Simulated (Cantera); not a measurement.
Feed: 1 mol Si3N4, 0.51 mol N2O, 2.1 mol H2, equilibrated at 1750 °C and 10.0 mbar.

Method: chemical equilibrium by Gibbs-energy minimisation in Cantera with the NASA 1993 tables (ideal gas, pure condensed phases). Candidate condensed phases: H2O, Si, SiO2, Si2N2O, Si3N4; 35 gas species. The tables' values for SiN are old estimates; treat these amounts as uncertain. Gases not in the tables: Si2H6 and higher silanes. Rates play no part.

Base state: N2 0.484, H2 0.399, SiO 0.0984, H 0.0120, Si 0.00569, SiH 0.000231, Si2N 0.000126, SiN 9.76e-5 (mole fractions); condensed: Si(l).

What changes in the equilibrium state with this change: temperature from 1750 °C to 1675 °C?


```json
[
 {"species": "N2", "before": "0.484", "after": "0.487"},
 {"species": "H2", "before": "0.399", "after": "0.404"},
 {"species": "SiO", "before": "0.0984", "after": "0.0990"},
 {"species": "H", "before": "0.0120", "after": "0.00718"},
 {"species": "Si", "before": "0.00569", "after": "0.00232"},
 {"species": "Si2", "before": "6.23e-5", "after": "2.12e-5"},
 {"species": "Si3", "before": "1.32e-5", "after": "4.66e-6"},
 {"species": "SiH", "before": "0.000231", "after": "0.000114"},
 {"species": "SiN", "before": "9.76e-5", "after": "4.79e-5"},
 {"species": "Si2N", "before": "0.000126", "after": "6.62e-5"},
 {"species": "Si(l), mol", "before": "2.46", "after": "2.48"}
]
```

What changes in the equilibrium state with this change: Si3N4 replaced by SiC?


```tsv
species	before	after
H2	0.399	0.657
N2	0.484	0.161
CO	0	0.0824
H	0.0120	0.0154
SiO	0.0984	0.0792
HCN	0	0.000531
Si2C	0	0.000101
Si(l), mol	2.46	0
SiC(s), mol	0	0.738
```
Further candidate phases: C, C6H6, C7H8, C8H18, SiC.

What changes in the equilibrium state with this change: temperature from 1750 °C to 1500 °C?


```
species           before     after
--------------  --------  --------
N2                 0.484     0.488
H2                 0.399     0.485
SiO               0.0984    0.0246
H                 0.0120   0.00198
Si2              6.23e-5   1.18e-6
Si3              1.32e-5   2.86e-7
Si               0.00569  0.000213
SiN              9.76e-5   7.14e-6
SiH             0.000231   1.83e-5
Si(l), mol          2.46      2.08
Si2N2O(s), mol         0     0.404
```
Mutual solubility and eutectic melting of coexisting phases are not modelled.
